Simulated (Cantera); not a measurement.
Cantera run:

```python
import numpy as np
import cantera as ct

gas_names = [...]  # 109 gases of nasa_gas.yaml made of C, Cl, H, Si
cond_names = """
    C(gr) C6H6(L) C7H8(L) C8H18(L),n-octa Si(cr) Si(L) SiC(b)
""".split()


# ... load() reads the species with a 1 bar reference pressure and builds the phases ...
atoms = {
    'CH3SiH3': {'C': 1, 'H': 6, 'Si': 1},
    'HCl': {'H': 1, 'CL': 1},
    'H2': {'H': 2},
}
top_T = {'C(gr)': 4500, 'SiC(b)': 3050}  # K; cautious upper limits of use, not melting points


# ... equilibrate(T, P, feed) seeds the gas with the atoms and calls Mixture.equilibrate('TP', solver="vcs", rtol=1e-11, max_steps=5000) ...
results = []
feed = {'CH3SiH3': 1, 'HCl': 0.018, 'H2': 180}  # mol
T = 1098.15  # K
P = 73000  # Pa
mix = equilibrate(T, P, feed)
results.append((T, P, feed, dict(zip(mix.species_names, mix.species_moles))))
x = sorted(zip(gas.X, gas.species_names), reverse=True)
print(f"T = {T:g} K  P = {P:g} Pa  gas = {mix.phase_moles(0):.4g} mol")
print("   x: " + "  ".join(f"{s} {v:.3e}" for v, s in x if v > 1e-06))
print("   condensed (mol): " + ("  ".join(f"{mix.phase(i).name} {mix.phase_moles(i):.4g}"
      for i in range(1, mix.n_phases) if mix.phase_moles(i) > 1e-12) or "none"))
```

It prints:

```
T = 1098.15 K  P = 73000 Pa  gas = 183 mol
   x: H2 9.999e-01  HCL 9.804e-05  CH4 2.277e-05
   condensed (mol): Si(cr) 0.00405  SiC(b) 0.9958
```

Method: chemical equilibrium by Gibbs-energy minimisation in Cantera with the NASA 1993 tables (ideal gas, pure condensed phases). The feed counts by its element totals alone. Mutual solubility and eutectic melting of coexisting phases are not modelled.
